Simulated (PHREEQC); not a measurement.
Model water analysis in mg/L, 25 °C, pH 6.72, pe 8.6: Na 0.165; K 0.00615; Ca 0.149; Mg 0.00122; Cl 0.167; S(6) as SO4 0.303; Alkalinity as HCO3 0.259; Br 0.000196; N(5) as NO3 0.000489; O(0) (dissolved oxygen) 0.000545; F 0.000833; Si as SiO2 0.00453; Li 0.000186.

Valence states are taken as typed.

All values are PHREEQC results (ion-association model, phreeqc.dat), not measurements.

This is a speciation only: nothing precipitates in the calculation.

Q: Predict the charge-balance error.

A: charge-balance error -1.4 %.

Q: In which forms is C present?

A: HCO3- 70 %, CO2 30 % of the C.

SiF6-2 is the database's only silicon fluoride.
